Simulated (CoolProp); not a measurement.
Chlorine along the isotherm -6.95 °C: density (kg/m³) from the reference equation and from simpler models built on Tc = 143.7 °C, pc = 7642 kPa, ω = 0.070; each cubic takes its own stable root.

Computed with CoolProp (reference Helmholtz-energy equation of state, Thol 2021).

```csv
p (kPa),phase,reference,Soave-Redlich-Kwong,Peng-Robinson
1430,liquid,1490,1376,1555
2860,liquid,1493,1380,1559
4290,liquid,1496,1384,1563
5710,liquid,1499,?,1567
7140,liquid,1502,1392,1570
8570,liquid,?,1395,1574
10000,liquid,1508,?,1577
11400,liquid,1510,1402,1581
12900,liquid,1513,1406,1584
14300,liquid,1516,1409,1587
15700,liquid,1518,1412,1590
17100,liquid,1521,1415,1593
18600,liquid,1523,1418,1597
20000,liquid,1526,?,1599
```

Task: What belongs in the gaps?

Result: 
- 5710, Soave-Redlich-Kwong: 1388
- 8570, reference: 1505
- 10000, Soave-Redlich-Kwong: 1399
- 20000, Soave-Redlich-Kwong: 1421
